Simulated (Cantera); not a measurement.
Input: 1 mol B₂O₃, 1.7 mol O₂, 0.23 mol N₂, 21 mol NH₃, equilibrated at 12000 Pa.

Equilibrium computed with Cantera from the NASA thermochemical tables; the gas is ideal and each condensed phase is pure. Candidate condensed phases: B, BN, B₂O₃, B₃O₃H₃, H₂O; 39 gas species. Equilibrium is a limit: real reactors are often held back by kinetics, nucleation or transport. All values below are at 2123 K.

Base state: H₂ 0.640, N₂ 0.247, H₂O 0.0617, HBO₂ 0.0367, H 0.00828, HBO 0.00316, B₂O₃ 0.00275, BO 0.000531 (mole fractions); condensed: gas only.

Task: What changes in the equilibrium state with this change: B₂O₃ replaced by B₂H₆?

Result: 
```tsv
species	before	after
H₂	0.640	0.715
N₂	0.247	0.231
HBO₂	0.0367	0.0174
H₂O	0.0617	0.00795
HBO	0.00316	0.0130
B₂O₂	3.58e-5	0.000539
OH	9.88e-5	1.20e-5
BO	0.000531	0.00206
```
The feed counts by its element totals alone.
